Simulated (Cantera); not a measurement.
Mixture: H₂ : O₂ : N₂ = 1 : 0.617 : 2.32 (molar parts), at 750 Torr, adiabatic and at constant volume. Ignition delay is the time to a rise of 400 K.

Computed with Cantera and the H2/O2 subset of GRI-Mech 3.0, which has no nitrogen chemistry.

Task: What does this change do: pressure from 750 Torr to 2700 Torr?

Result: 
| quantity | before | after |
|---|---|---|
| delay at 950 K | 8.09 ms | 47.9 ms |
| delay at 1050 K | 0.138 ms | 1.97 ms |
| delay at 1150 K | 60.2 µs | 29.1 µs |
| delay at 1250 K | 35.1 µs | 11.2 µs |
| delay at 1350 K | 23.7 µs | 6.53 µs |
| delay at 1450 K | 17.9 µs | 4.43 µs |
The hydrogen kinetics of GRI-Mech 3.0 are dated; newer H2 mechanisms differ, most at raised pressure.

Task: What does this change do: pressure from 750 Torr to 2480 Torr?

Result: 
```tsv
quantity	before	after
delay at 950 K	8.09 ms	48.9 ms
delay at 1050 K	0.138 ms	1.62 ms
delay at 1150 K	60.2 µs	28.9 µs
delay at 1250 K	35.1 µs	11.9 µs
delay at 1350 K	23.7 µs	7.07 µs
delay at 1450 K	17.9 µs	4.84 µs
```
The hydrogen kinetics of GRI-Mech 3.0 are dated; newer H2 mechanisms differ, most at raised pressure.
